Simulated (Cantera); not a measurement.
What does this Cantera script print?

```python
import numpy as np
import cantera as ct

gas_names = """
    C CN CO CO2 C2 CCN CNC C2N2 C2O C3 C3O2 C4 C4N2 C5 N NCO NO NO2 NO3 N2 N2O O O2 O3 Pb PbO Pb2
""".split()
cond_names = """
    C(gr) Pb(cr) Pb(L) PbO(rd) PbO(yw) PbO(L) PbO2(s) Pb3O4(s)
""".split()


# ... load() reads the species with a 1 bar reference pressure and builds the phases ...
atoms = {
    'Pb': {'Pb': 1},
    'CO': {'C': 1, 'O': 1},
    'N2': {'N': 2},
}
top_T = {'C(gr)': 4500, 'Pb3O4(s)': 820}  # K; cautious upper limits of use, not melting points


# ... equilibrate(T, P, feed) seeds the gas with the atoms and calls Mixture.equilibrate('TP', solver="vcs", rtol=1e-11, max_steps=5000) ...
results = []
feed = {'Pb': 1, 'CO': 3.9, 'N2': 19}  # mol
for P in [10, 32, 100, 320, 1000, 3200, 10000, 32000, 100000, 320000, 1000000]:
    for T in [700, 775, 850, 925, 1000, 1075, 1150, 1225, 1300, 1375, 1450, 1525, 1600]:
        mix = equilibrate(T, P, feed)
        results.append((T, P, feed, dict(zip(mix.species_names, mix.species_moles))))

for T, P, feed, n in results:
    print(f"{T:7g} {P:10.4g}  " + (" + ".join(c for c in cond_names if n.get(c, 0) > 1e-12) or "gas only"))
```

It prints:

```
    700         10  C(gr) + Pb(L)
    775         10  C(gr) + Pb(L)
    850         10  C(gr) + Pb(L)
    925         10  C(gr) + Pb(L)
   1000         10  C(gr)
   1075         10  C(gr)
   1150         10  C(gr)
   1225         10  C(gr)
   1300         10  C(gr)
   1375         10  C(gr)
   1450         10  gas only
   1525         10  gas only
   1600         10  gas only
    700         32  C(gr) + Pb(L)
    775         32  C(gr) + Pb(L)
    850         32  C(gr) + Pb(L)
    925         32  C(gr) + Pb(L)
   1000         32  C(gr)
   1075         32  C(gr)
   1150         32  C(gr)
   1225         32  C(gr)
   1300         32  C(gr)
   1375         32  C(gr)
   1450         32  C(gr)
   1525         32  gas only
   1600         32  gas only
    700        100  C(gr) + Pb(L)
    775        100  C(gr) + Pb(L)
    850        100  C(gr) + Pb(L)
    925        100  C(gr) + Pb(L)
   1000        100  C(gr) + Pb(L)
   1075        100  C(gr)
   1150        100  C(gr)
   1225        100  C(gr)
   1300        100  C(gr)
   1375        100  C(gr)
   1450        100  C(gr)
   1525        100  C(gr)
   1600        100  gas only
    700        320  C(gr) + Pb(L)
    775        320  C(gr) + Pb(L)
    850        320  C(gr) + Pb(L)
    925        320  C(gr) + Pb(L)
   1000        320  C(gr) + Pb(L)
   1075        320  C(gr) + Pb(L)
   1150        320  C(gr)
   1225        320  C(gr)
   1300        320  C(gr)
   1375        320  C(gr)
   1450        320  C(gr)
   1525        320  C(gr)
   1600        320  gas only
    700       1000  C(gr) + Pb(L)
    775       1000  C(gr) + Pb(L)
    850       1000  C(gr) + Pb(L)
    925       1000  C(gr) + Pb(L)
   1000       1000  C(gr) + Pb(L)
   1075       1000  C(gr) + Pb(L)
   1150       1000  C(gr) + Pb(L)
   1225       1000  C(gr)
   1300       1000  C(gr)
   1375       1000  C(gr)
   1450       1000  C(gr)
   1525       1000  C(gr)
   1600       1000  C(gr)
    700       3200  C(gr) + Pb(L)
    775       3200  C(gr) + Pb(L)
    850       3200  C(gr) + Pb(L)
    925       3200  C(gr) + Pb(L)
   1000       3200  C(gr) + Pb(L)
   1075       3200  C(gr) + Pb(L)
   1150       3200  C(gr) + Pb(L)
   1225       3200  C(gr) + Pb(L)
   1300       3200  C(gr)
   1375       3200  C(gr)
   1450       3200  C(gr)
   1525       3200  C(gr)
   1600       3200  C(gr)
    700      1e+04  C(gr) + Pb(L)
    775      1e+04  C(gr) + Pb(L)
    850      1e+04  C(gr) + Pb(L)
    925      1e+04  C(gr) + Pb(L)
   1000      1e+04  C(gr) + Pb(L)
   1075      1e+04  C(gr) + Pb(L)
   1150      1e+04  C(gr) + Pb(L)
   1225      1e+04  C(gr) + Pb(L)
   1300      1e+04  C(gr) + Pb(L)
   1375      1e+04  C(gr)
   1450      1e+04  C(gr)
   1525      1e+04  C(gr)
   1600      1e+04  C(gr)
    700    3.2e+04  C(gr) + Pb(L)
    775    3.2e+04  C(gr) + Pb(L)
    850    3.2e+04  C(gr) + Pb(L)
    925    3.2e+04  C(gr) + Pb(L)
   1000    3.2e+04  C(gr) + Pb(L)
   1075    3.2e+04  C(gr) + Pb(L)
   1150    3.2e+04  C(gr) + Pb(L)
   1225    3.2e+04  C(gr) + Pb(L)
   1300    3.2e+04  C(gr) + Pb(L)
   1375    3.2e+04  C(gr) + Pb(L)
   1450    3.2e+04  C(gr)
   1525    3.2e+04  C(gr)
   1600    3.2e+04  C(gr)
    700      1e+05  C(gr) + Pb(L)
    775      1e+05  C(gr) + Pb(L)
    850      1e+05  C(gr) + Pb(L)
    925      1e+05  C(gr) + Pb(L)
   1000      1e+05  C(gr) + Pb(L)
   1075      1e+05  C(gr) + Pb(L)
   1150      1e+05  C(gr) + Pb(L)
   1225      1e+05  C(gr) + Pb(L)
   1300      1e+05  C(gr) + Pb(L)
   1375      1e+05  C(gr) + Pb(L)
   1450      1e+05  C(gr) + Pb(L)
   1525      1e+05  C(gr) + Pb(L)
   1600      1e+05  C(gr)
    700    3.2e+05  C(gr) + Pb(L)
    775    3.2e+05  C(gr) + Pb(L)
    850    3.2e+05  C(gr) + Pb(L)
    925    3.2e+05  C(gr) + Pb(L)
   1000    3.2e+05  C(gr) + Pb(L)
   1075    3.2e+05  C(gr) + Pb(L)
   1150    3.2e+05  C(gr) + Pb(L)
   1225    3.2e+05  C(gr) + Pb(L)
   1300    3.2e+05  C(gr) + Pb(L)
   1375    3.2e+05  C(gr) + Pb(L)
   1450    3.2e+05  C(gr) + Pb(L)
   1525    3.2e+05  C(gr) + Pb(L)
   1600    3.2e+05  C(gr) + Pb(L)
    700      1e+06  C(gr) + Pb(L)
    775      1e+06  C(gr) + Pb(L)
    850      1e+06  C(gr) + Pb(L)
    925      1e+06  C(gr) + Pb(L)
   1000      1e+06  C(gr) + Pb(L)
   1075      1e+06  C(gr) + Pb(L)
   1150      1e+06  C(gr) + Pb(L)
   1225      1e+06  C(gr) + Pb(L)
   1300      1e+06  C(gr) + Pb(L)
   1375      1e+06  C(gr) + Pb(L)
   1450      1e+06  C(gr) + Pb(L)
   1525      1e+06  C(gr) + Pb(L)
   1600      1e+06  C(gr) + Pb(L)
```

These are equilibrium values from Cantera (NASA tables, ideal gas, pure condensed phases), not measurements of a reactor.
